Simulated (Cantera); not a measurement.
What does this Cantera script print?

```python
import numpy as np
import cantera as ct

surf = ct.Interface("ptcombust.yaml", "Pt_surf")
gas = surf.adjacent["gas"]
gas.TPX = 300, 16000, {'H2': 0.024, 'O2': 0.065, 'N2': 0.79}
jet = ct.ImpingingJet(gas=gas, width=0.033, surface=surf)
jet.inlet.mdot, jet.inlet.T, jet.inlet.X = 0.038, 300, {'H2': 0.024, 'O2': 0.065, 'N2': 0.79}
jet.set_refine_criteria(ratio=10, slope=0.2, curve=0.3)
show, cover = ['H2', 'O2', 'H2O', 'OH'], ["PT(S)", "H(S)", "O(S)", "OH(S)", "CO(S)", "C(S)"]

rows = []
print(f"{'Ts/K':>7s}" + "".join(f"{s:>11s}" for s in show + cover) + "   (gas at the wall, coverages)")
for i, Ts in enumerate([500, 550, 600, 650, 700, 750]):
    jet.surface.T = Ts
    if i == 0:
        surf.TP = Ts, 16000
        surf.coverages = "PT(S):0.5, O(S):0.5"
        surf.advance_coverages(1.0)
        jet.set_initial_guess(products="inlet")
    jet.solve(loglevel=0, auto=(i == 0))
    rows.append([*(jet.X[gas.species_index(s), -1] for s in show), *surf[cover].coverages])
    print(f"{Ts:7g}" + "".join(f"{x:11.3e}" for x in rows[-1]))
```

Result:

```
   Ts/K         H2         O2        H2O         OH      PT(S)       H(S)       O(S)      OH(S)      CO(S)       C(S)   (gas at the wall, coverages)
    500  1.558e-03  4.646e-02  5.035e-02  1.230e-15  4.916e-02  1.214e-09  9.261e-01  2.463e-02 -7.693e-23  1.681e-29
    550  1.555e-03  4.654e-02  4.994e-02  4.707e-14  5.200e-02  1.338e-09  9.339e-01  1.410e-02  4.290e-16  3.112e-25
    600  1.553e-03  4.662e-02  4.958e-02  9.719e-13  5.473e-02  1.893e-09  9.365e-01  8.790e-03  1.723e-15  1.479e-24
    650  1.544e-03  4.668e-02  4.927e-02  1.247e-11  5.768e-02  3.070e-09  9.364e-01  5.869e-03 -8.468e-20 -7.444e-29
    700  1.480e-03  4.668e-02  4.909e-02  1.089e-10  6.296e-02  5.413e-09  9.328e-01  4.225e-03  8.034e-20  3.425e-26
    750  1.258e-03  4.651e-02  4.924e-02  6.739e-10  7.775e-02  1.136e-08  9.189e-01  3.384e-03  2.979e-20  2.822e-25
```

Detailed kinetics in Cantera: Deutschmann's 1995 Pt surface mechanism with GRI-Mech 3.0 gas chemistry. Catalytic surfaces can have several steady states; this one follows from the mechanism file's or the stated starting coverage.
